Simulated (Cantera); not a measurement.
A freely propagating, adiabatic, planar premixed flame of 6.39 % CH₄, 3.90 % C₂H₆, 18.8 % O₂, 70.9 % N₂, equivalence ratio 1.4, unburnt at 375 K and 4950 Torr; multicomponent+Soret transport, grid criteria slope 0.08 and curve 0.16, no radiation.

Model: GRI-Mech 3.0 (53 species, 325 reactions), integrated in Cantera. Burning velocities carry a grid error of a few per cent, more on coarse grids.

Q: Predict: laminar burning velocity; thermal thickness; peak x(O); peak x(H₂O₂).

A: 
| Item | Result |
|---|---|
| laminar burning velocity | 15.9 cm/s |
| thermal thickness | 0.173 mm |
| peak x(O) | 3.57e-5 |
| peak x(H₂O₂) | 0.000220 |
